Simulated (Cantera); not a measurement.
A perfectly stirred reactor is fed with 33.3 % C3H8, 66.7 % H2, at 0.0395 atm; it is held at 1700 K, and followed from long to short residence time.

Model: GRI-Mech 3.0 (53 species, 325 reactions), integrated in Cantera. GRI-Mech 3.0 was tuned for natural gas; its chemistry of propane as a main component is partial and can be far from experiment. GRI-Mech 3.0 stops at C3 and has no aromatics, soot or wall deposition, so with more carbon than oxygen in the feed, carbon stays in small species such as C2H2 where larger ones or solid carbon would form. Radical loss at walls, strong at low pressure, is not modelled.

x: mole fraction; the columns are a selection and need not sum to one.

```csv
τ (s),x C3H8,x H2,x H,x CH2,x C2H4
0.96,1.61e-5,0.724,0.000870,7.67e-7,0.000763
0.48,3.10e-5,0.717,0.000942,1.09e-6,0.00111
0.25,5.72e-5,0.709,0.00102,1.49e-6,0.00168
0.12,…,0.698,0.00111,…,…
0.063,0.000209,0.686,0.00120,2.78e-6,0.00462
0.032,…,0.672,…,…,…
0.016,0.000755,0.656,0.00143,4.91e-6,0.0132
0.0082,0.00141,0.638,0.00156,6.41e-6,0.0216
```

Question: Some entries are withheld; supply them.

Answer: 
- 0.12, x C3H8: 0.000114
- 0.12, x CH2: 2.09e-6
- 0.12, x C2H4: 0.00284
- 0.032, x C3H8: 0.000394
- 0.032, x H: 0.00131
- 0.032, x CH2: 3.70e-6
- 0.032, x C2H4: 0.00776
